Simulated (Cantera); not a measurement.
Input: 1 mol CH₃F, 0.19 mol HCl, equilibrated at 3023.15 K and 1.33 mbar.

Equilibrium computed with Cantera from the NASA thermochemical tables; the gas is ideal and each condensed phase is pure. Candidate condensed phases: C, C₆H₆, C₇H₈, C₈H₁₈; 118 gas species. The numbers say what is thermodynamically allowed, not how fast it happens.

Base state: H 0.575, HF 0.202, C₃ 0.0642, F 0.0489, Cl 0.0466, C 0.0283, H₂ 0.0153, C₂ 0.0109 (mole fractions); condensed: gas only.

Task: What changes in the equilibrium state with this change: temperature from 3023.15 K to 648.15 K?

Result: 
| species | before | after |
|---|---|---|
| HF | 0.202 | 0.460 |
| H₂ | 0.0153 | 0.446 |
| HCl | 0.00183 | 0.0874 |
| H | 0.575 | <1e-9 |
| C₃ | 0.0642 | <1e-9 |
| F | 0.0489 | <1e-9 |
| Cl | 0.0466 | <1e-9 |
| C | 0.0283 | <1e-9 |
| C₂ | 0.0109 | <1e-9 |
| CH₄ | <1e-9 | 0.00720 |
| CF | 0.00355 | <1e-9 |
| C(graphite), mol | 0 | 0.984 |
